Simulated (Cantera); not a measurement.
A freely propagating, adiabatic, planar premixed flame of 22.1 % H2, 12.7 % O2, 47.6 % N2, 17.6 % H2O, unburnt at 650 K and 0.178 atm; mixture-averaged transport, grid criteria slope 0.08 and curve 0.16, no radiation.

Detailed kinetics in Cantera: the H2/O2 subset of GRI-Mech 3.0, which has no nitrogen chemistry. Burning velocities carry a grid error of a few per cent, more on coarse grids.

### Question
Predict: laminar burning velocity; thermal thickness; peak x(H2O2); peak x(HO2); peak x(H).

### Answer
```
Quantity                     Value
------------------------  --------
laminar burning velocity  550 cm/s
thermal thickness          4.22 mm
peak x(H2O2)               2.94e-6
peak x(HO2)               0.000109
peak x(H)                   0.0449
```
